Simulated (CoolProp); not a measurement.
Properties of n-perfluorohexane along the isobar 663 kPa.

The numbers come from the reference Helmholtz-energy equation of state, Gao 2022 in CoolProp.

| T (°C) | phase | Z | cp (kJ/(kg K)) | cv (kJ/(kg K)) | speed of sound (m/s) | expansivity (1/kK) |
|---|---|---|---|---|---|---|
| 61.15 | liquid | 0.05138 | 1.103 | 0.9007 | 419.3 | 2.051 |
| 70.05 | liquid | 0.05100 | 1.117 | 0.9120 | 393.5 | 2.176 |
| 78.95 | liquid | 0.05071 | 1.133 | 0.9231 | 367.2 | 2.327 |
| 87.85 | liquid | 0.05054 | 1.149 | 0.9342 | 340.2 | 2.515 |
| 96.75 | liquid | 0.05049 | 1.167 | 0.9451 | 312.4 | 2.751 |
| 105.65 | liquid | 0.05059 | 1.186 | 0.9561 | 283.8 | 3.060 |
| 114.55 | liquid | 0.05089 | 1.210 | 0.9673 | [?] | 3.480 |
| 123.45 | liquid | 0.05144 | 1.239 | 0.9788 | 222.7 | 4.090 |
| 132.35 | gas | 0.7641 | 1.044 | [?] | 76.72 | 6.307 |
| 141.25 | gas | 0.7880 | 1.040 | 0.9643 | 80.35 | 5.522 |
| 150.15 | gas | 0.8081 | 1.039 | 0.9717 | [?] | 4.946 |
| 159.05 | gas | 0.8254 | 1.041 | 0.9791 | 86.36 | 4.503 |
| 167.95 | gas | 0.8404 | 1.043 | 0.9866 | [?] | 4.149 |
| 176.85 | gas | 0.8537 | 1.047 | 0.9940 | 91.31 | 3.859 |

Problem. Complete the blanks.

Solution. 
- 114.55, speed of sound (m/s): 254.0
- 132.35, cv (kJ/(kg K)): 0.9572
- 150.15, speed of sound (m/s): 83.52
- 167.95, speed of sound (m/s): 88.94
